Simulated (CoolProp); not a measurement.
Properties of R1336mzz(E) along the isobar 1770 kPa.

Model: reference Helmholtz-energy equation of state, Akasaka 2023, in CoolProp.

| T (K) | phase | cv (kJ/(kg K)) | speed of sound (m/s) | Joule-Thomson coefficient (K/MPa) | isothermal compressibility (1/MPa) | fugacity coefficient |
|---|---|---|---|---|---|---|
| 258.1 | liquid | 0.8628 | 764.5 | -0.3163 | 0.001648 | 0.02185 |
| 267.3 | liquid | 0.8668 | 721.3 | -0.2976 | 0.001884 | 0.03357 |
| 276.6 | liquid | 0.8709 | 678.1 | -0.2751 | 0.002174 | 0.04986 |
| 285.9 | liquid | 0.8750 | 635.3 | -0.2481 | 0.002529 | 0.07149 |
| 295.1 | liquid | 0.8792 | 593.3 | -0.2158 | 0.002967 | 0.09903 |
| 304.4 | liquid | 0.8836 | 550.9 | -0.1760 | 0.003530 | 0.1339 |
| 313.7 | liquid | 0.8883 | 508.7 | -0.1266 | 0.004260 | 0.1764 |
| 323 | liquid | 0.8931 | 466.4 | -0.06426 | 0.005233 | 0.2272 |
| 332.2 | liquid | 0.8984 | 424.4 | 0.01519 | 0.006553 | 0.2858 |
| 341.5 | liquid | 0.9042 | 381.6 | 0.1217 | 0.008462 | 0.3536 |
| 350.8 | liquid | 0.9108 | 338.3 | 0.2690 | 0.01135 | 0.4296 |
| 360 | liquid | 0.9184 | 294.4 | 0.4817 | 0.01600 | 0.5126 |
| 369.3 | liquid | 0.9278 | 248.1 | 0.8260 | 0.02464 | 0.6031 |
| 378.6 | liquid | 0.9403 | 197.7 | 1.485 | 0.04492 | 0.6989 |
| 387.9 | gas | 0.9086 | 99.25 | 19.66 | 1.026 | 0.7435 |
| 397.1 | gas | 0.9040 | 107.1 | 16.63 | 0.8961 | 0.7656 |
